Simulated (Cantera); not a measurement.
A perfectly stirred reactor is fed with 2.01 % CO, 6.84 % O2, 0.0182 % H2O, 91.1 % N2, at 2.90 bar; it is held at 1298 K, and followed from long to short residence time.

Cantera simulation using GRI-Mech 3.0 (53 species, 325 reactions); the numbers are that mechanism's predictions, not measurements.

One state of this run: x CO = 0.00915; x O2 = 0.0631; x H2O = 0.000175; x O = 0.000157; x H = 1.71e-6; x HO2 = 2.82e-6; x CO2 = 0.0110. x: mole fraction; the columns are a selection and need not sum to one.

Q: Which value of τ (s) does it belong to?
A) 1.4
B) 4.7
C) 0.013
D) 0.0039

A: C, 0.013
